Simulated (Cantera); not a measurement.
Feed: 1 mol PbO, a varied amount of CO, 0.12 mol H2, held at 877 °C and 0.970 bar.

Cantera equilibrium calculation (NASA polynomials, part measured and part estimated; ideal gas, pure solids and liquids). Candidate condensed phases: C, C6H6, C7H8, C8H18, H2O, Pb, PbO, PbO2, Pb3O4; 113 gas species. Mutual solubility and eutectic melting of coexisting phases are not modelled. Kinetics and transport are ignored.

Problem. At 0.26 mol CO, list the 6 most abundant gas species with their mole fractions, and the condensed phases.

Solution. CO2 0.684, H2O 0.316, Pb 0.000299, CO 0.000195, H2 7.59e-5, PbO 2.35e-5. Condensed: Pb(l) + PbO(yellow).
